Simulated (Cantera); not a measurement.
A closed system holds: 1 mol c-C₄F₈, 0.015 mol F₂, 5.9 mol H₂, equilibrated at 13.3 mbar.

Equilibrium computed with Cantera from the NASA thermochemical tables; the gas is ideal and each condensed phase is pure. Candidate condensed phases: C, C₆H₆, C₇H₈, C₈H₁₈; 95 gas species. The feed counts by its element totals alone. Kinetics and transport are ignored.

log p: log10 of the partial pressure in bar; n: condensed amount in mol.

| T (°C) | log p HF | log p H₂ | log p H | log p C₂H₂ (acetylene) | log p F | log p C₂H | n C(graphite) |
|---|---|---|---|---|---|---|---|
| 1225 | -1.97 | -2.60 | -6.06 | -7.65 | [?] | -13.85 | 4.00 |
| 1375 | -1.97 | -2.60 | -5.35 | -6.95 | [?] | -12.06 | 4.00 |
| 1525 | -1.97 | -2.60 | -4.75 | -6.36 | [?] | -10.58 | 4.00 |
| 1675 | -1.97 | -2.60 | -4.25 | -5.87 | [?] | -9.32 | 4.00 |
| 1825 | -1.97 | -2.61 | -3.82 | -5.46 | [?] | -8.25 | 3.99 |
| 1975 | -1.97 | -2.64 | -3.45 | -5.11 | [?] | -7.34 | 3.99 |
| 2125 | -1.98 | -2.68 | -3.14 | -4.84 | [?] | -6.54 | 3.98 |

Problem. What belongs in the gaps?

Solution. 
- 1225, log p F: -10.00
- 1375, log p F: -8.86
- 1525, log p F: -7.90
- 1675, log p F: -7.09
- 1825, log p F: -6.40
- 1975, log p F: -5.79
- 2125, log p F: -5.24
